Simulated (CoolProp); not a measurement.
Values from CoolProp's reference Helmholtz-energy equation of state, de Vries 1995.

**Question.** Give the vapour pressure (kPa), enthalpy of vaporisation (kJ/kg), liquid cp (kJ/(kg K)), liquid viscosity (µPa s) of saturated R124 at 326.1 K.

**Answer.** 
```csv
T (K),p (kPa),enthalpy of vaporisation (kJ/kg),liquid cp (kJ/(kg K)),liquid viscosity (µPa s)
326.1,837,128,1.22,177
```

Viscosity comes from a separate model (Bell 2016), an estimate that may be off by 10 % or more.
